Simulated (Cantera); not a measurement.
An isothermal, constant-pressure homogeneous reactor starts with CH₄ : O₂ : N₂ = 0.0026 : 0.0051 : 1 (molar parts), equivalence ratio 1.0, at 1600 K and 2000000 Pa.

Model: GRI-Mech 3.0 (53 species, 325 reactions), integrated in Cantera. The pressure lies above the range GRI-Mech 3.0 was tuned for (to about 10 atm).

x: mole fraction; the columns are a selection and need not sum to one.

```csv
t (s),x CH₄,x O₂,x H₂O₂,x CO₂,x C₂H₄
0.000700,0.00216,(withheld),1.36e-9,5.91e-6,5.57e-5
0.00163,2.71e-7,(withheld),4.48e-8,0.00104,6.89e-11
0.00378,<1e-12,(withheld),1.74e-9,0.00239,<1e-12
0.00877,<1e-12,(withheld),2.23e-10,0.00245,<1e-12
0.0204,<1e-12,(withheld),2.83e-11,0.00246,<1e-12
0.0473,<1e-12,(withheld),4.08e-12,0.00246,<1e-12
0.110,<1e-12,(withheld),1.16e-12,0.00246,<1e-12
0.255,<1e-12,(withheld),<1e-12,0.00246,<1e-12
0.592,<1e-12,8.61e-9,<1e-12,0.00246,<1e-12
1.38,<1e-12,8.54e-9,<1e-12,0.00246,<1e-12
3.19,<1e-12,8.55e-9,<1e-12,0.00246,<1e-12
7.42,<1e-12,8.56e-9,<1e-12,0.00246,<1e-12
17.2,<1e-12,8.58e-9,<1e-12,0.00246,<1e-12
40.0,<1e-12,8.63e-9,<1e-12,0.00246,<1e-12
```

Task: What belongs in the gaps?

Result: 
- 0.000700, x O₂: 0.00485
- 0.00163, x O₂: 0.000738
- 0.00378, x O₂: 4.28e-5
- 0.00877, x O₂: 8.64e-6
- 0.0204, x O₂: 2.05e-6
- 0.0473, x O₂: 5.44e-7
- 0.110, x O₂: 1.34e-7
- 0.255, x O₂: 2.04e-8
